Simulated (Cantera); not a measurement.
Input: 1 mol Fe, 0.2 mol SO₂, 8.1 mol CO, held at 1352 °C and 0.0100 bar.

Cantera equilibrium calculation (NASA polynomials, part measured and part estimated; ideal gas, pure solids and liquids). Candidate condensed phases: C, Fe, Fe(CO)₅, FeO, FeS, FeSO₄, FeS₂, Fe₂O₃, Fe₂(SO₄)₃, Fe₃O₄, S; 25 gas species. Metal and sulfide melt together well below either melting point, which pure phases cannot show. Mutual solubility and eutectic melting of coexisting phases are not modelled. FeS: taken at fixed stoichiometry. Kinetics and transport are ignored.

Base state: CO 0.943, CO₂ 0.0486, S₂ 0.00758, COS 0.000579, SO 0.000180, Fe 0.000173, S 0.000135, SO₂ 0.000113 (mole fractions); condensed: Fe(γ) + FeS(l).

### Question
What changes in the equilibrium state with this change: SO₂ from 0.2 to 1.5 mol?

### Answer
```csv
species,before,after
CO,0.943,0.678
CO₂,0.0486,0.255
S₂,0.00758,0.0475
SO₂,0.000113,0.0151
Fe,0.000173,6.93e-5
S₂O,4.22e-6,0.000193
SO,0.000180,0.00329
S,0.000135,0.000338
"Fe(γ), mol",0.931,0
"FeS(l), mol",0.0678,0.502
"FeO(s), mol",0,0.498
```
The tables' stoichiometric FeO is somewhat more stable than real wüstite, so its field is too wide. FeO, FeS: taken at fixed stoichiometry.

### Question
What changes in the equilibrium state with this change: 0.017 mol H₂O added?

### Answer
```csv
species,before,after
CO,0.943,0.939
CO₂,0.0486,0.0502
S₂,0.00758,0.00758
H₂,0,0.00170
Fe,0.000173,0.000173
H₂O,0,0.000283
SH,0,9.20e-5
H₂S,0,3.08e-5
H,0,2.91e-5
SO₂,0.000113,0.000122
"Fe(γ), mol",0.931,0.932
"FeS(l), mol",0.0678,0.0664
```
Further candidate phases: C₆H₆, C₇H₈, C₈H₁₈, Fe(OH)₂, Fe(OH)₃, H₂O, H₂SO₄.
